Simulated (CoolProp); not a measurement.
Vapour-liquid equilibrium of R125 (1) + R152A (2) at 284.4 K; x and y are mole fractions of (1).

The numbers come from the multi-fluid Helmholtz-energy mixture model, Lemmon 2005 and Outcalt 1996; pair parameters Bell 2016 in CoolProp.

```
x      bubble pressure (MPa)  y at the bubble point  dew pressure at overall composition x (MPa)  liquid density (mol/L)
-----  ---------------------  ---------------------  -------------------------------------------  ----------------------
0.05                  0.4166                  0.106                                       0.4013                   13.93
0.125                 0.4567                  0.238                                       0.4219                   13.63
0.2                   0.4951                  0.348                                       0.4445                   13.34
0.275                 0.5327                  0.442                                       0.4690                   13.06
0.35                  0.5700                  0.525                                       0.4960                   12.79
0.425                 0.6078                  0.600                                       0.5256                   12.53
0.5                   0.6464                  0.668                                       0.5583                   12.26
0.575                 0.6862                  0.731                                       0.5947                   12.00
0.65                  0.7275                  0.789                                       0.6355                   11.75
0.725                 0.7705                  0.843                                       0.6820                   11.49
0.8                   0.8152                  0.891                                       0.7357                   11.24
0.875                 0.8617                  0.936                                       0.7996                   10.98
0.95                  0.9097                  0.976                                       0.8780                   10.72
```

No azeotrope shows between x = 0.05 and 0.95.

Pair parameters are fitted to limited data, so mixtures are less certain than the pure fluids.
